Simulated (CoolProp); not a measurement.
A single-stage vapour-compression cycle with CH2F2 (R32): evaporating at 253.15 K (dew point), condensing at 298.15 K (bubble point), superheat 2 K, subcooling 2 K, compressor efficiency 0.85, no pressure losses. Each further row changes one setting.

Values from CoolProp's reference Helmholtz-energy equation of state, Tillner-Roth 1997.

```
case                              cooling COP  pressure ratio  discharge temperature (K)  refrigerating effect (kJ/kg)  volumetric capacity (kJ/m³)
--------------------------------  -----------  --------------  -------------------------  ----------------------------  ---------------------------
as stated                                 [?]            4.16                      350.3                           270                         2980
evaporating temperature 258.15 K         4.50            3.46                      343.1                           [?]                         3590
condensing temperature 293.15 K           [?]            3.63                      340.4                           280                         3080
subcooling 7 K                           3.98            4.16                      350.3                           280                         3080
superheat 12 K                           3.77            4.16                        [?]                           280                          [?]
compressor efficiency 0.75               3.39            4.16                        [?]                           270                         2980
```

Problem. Complete the blanks.

Solution. 
- as stated, cooling COP: 3.84
- evaporating temperature 258.15 K, refrigerating effect (kJ/kg): 272
- condensing temperature 293.15 K, cooling COP: 4.45
- superheat 12 K, discharge temperature (K): 363.0
- superheat 12 K, volumetric capacity (kJ/m³): 2930
- compressor efficiency 0.75, discharge temperature (K): 358.7
